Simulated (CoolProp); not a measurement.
Vapour-liquid equilibrium of R227EA (1) + isobutene (2) at 0.0202 MPa; x and y are mole fractions of (1).

Computed with CoolProp (multi-fluid Helmholtz-energy mixture model, Lemmon 2016 and Lemmon 2005; pair parameters Bell 2016).

| x | bubble temperature, mixture model (°C) | bubble temperature, Raoult's law (°C) | y, mixture model | y, Raoult's law |
|---|---|---|---|---|
| 0.05 | -46.2 | -42.4 | 0.242 | 0.070 |
| 0.125 | -49.4 | -42.9 | 0.402 | 0.169 |
| 0.2 | ? | -43.5 | ? | 0.262 |
| 0.275 | ? | -44.0 | 0.510 | 0.350 |
| 0.35 | -51.8 | -44.5 | 0.533 | 0.433 |
| 0.425 | -51.9 | -45.0 | 0.548 | 0.512 |
| 0.5 | -52.0 | -45.4 | 0.563 | 0.586 |
| 0.575 | -52.1 | -45.9 | 0.580 | 0.657 |
| 0.65 | -52.0 | -46.3 | 0.604 | 0.724 |
| 0.725 | -51.9 | -46.7 | 0.637 | 0.789 |
| 0.8 | -51.5 | -47.1 | 0.688 | 0.850 |
| 0.875 | -50.7 | -47.5 | 0.764 | 0.908 |
| 0.95 | -49.4 | -47.9 | 0.883 | 0.964 |

**Question.** Fill in the missing entries.

**Answer.** 
- 0.2, bubble temperature, mixture model (°C): -50.8
- 0.2, y, mixture model: 0.473
- 0.275, bubble temperature, mixture model (°C): -51.4

The largest gap from Raoult's law is -7.4 K in bubble temperature, at x = 0.275. y crosses x between x = 0.575 and 0.65: the model has an azeotrope there.

The pair parameters rest on a limited set of measurements; away from them the model extrapolates.
